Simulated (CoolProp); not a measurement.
Saturated liquid density (kg/m³) of methane: the reference equation beside estimates from Tc = 190.6 K, pc = 45.99 bar, ω = 0.011. Rackett uses Z = 0.29056 − 0.08775 ω.

Computed with CoolProp (reference Helmholtz-energy equation of state, Setzmann 1991).

| T (K) | reference | Rackett | van der Waals | Redlich-Kwong | Peng-Robinson |
|---|---|---|---|---|---|
| 128.1 | 397.1 | 396.0 | 272.1 | 396.5 | 443.1 |
| 132.1 | 390.6 | 389.4 | 267.4 | 388.1 | 434.3 |
| 136.2 | 383.6 | 382.4 | 262.3 | 379.2 | 424.8 |
| 140.2 | 376.5 | 375.3 | 257.2 | 370.1 | 415.0 |
| 144.2 | 369.2 | 367.9 | 251.9 | 360.5 | 404.7 |
| 148.2 | 361.5 | 360.3 | 246.3 | 350.4 | 393.7 |
| 152.2 | 353.4 | 352.2 | 240.4 | 339.8 | 382.1 |
| 156.3 | 344.7 | 343.6 | 234.0 | 328.3 | 369.4 |
| 160.3 | 335.6 | 334.6 | 227.3 | 316.3 | 356.1 |

Absolute difference from the reference over all 9 rows, mean and median: Rackett 0.3 and 0.3 %, van der Waals 31.8 and 31.8 %, Redlich-Kwong 2.6 and 2.4 %, Peng-Robinson 9.3 and 9.6 %.
